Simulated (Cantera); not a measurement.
A freely propagating, adiabatic, planar premixed flame of CO : H₂ : CH₄ : O₂ : N₂ = 1 : 0.4 : 0.22 : 1.18 : 4.42 (molar parts), equivalence ratio 0.97, unburnt at 325 K and 0.128 atm; mixture-averaged transport, grid criteria slope 0.08 and curve 0.16, no radiation.

Computed with Cantera and GRI-Mech 3.0 (53 species, 325 reactions). Burning velocities carry a grid error of a few per cent, more on coarse grids.

```csv
quantity,before,after
laminar burning velocity,109 cm/s,354 cm/s
thermal thickness,3.27 mm,3.03 mm
peak x(CH₂CO),8.38e-7,1.67e-6
```

### Question
Name the change that produced these shifts.
(A) inlet temperature 325 to 398 K
(B) CH4 0.22 to 0.17 parts
(C) inlet temperature 325 to 650 K
(D) N2 4.42 to 5.6 parts

### Answer
C, inlet temperature 325 to 650 K
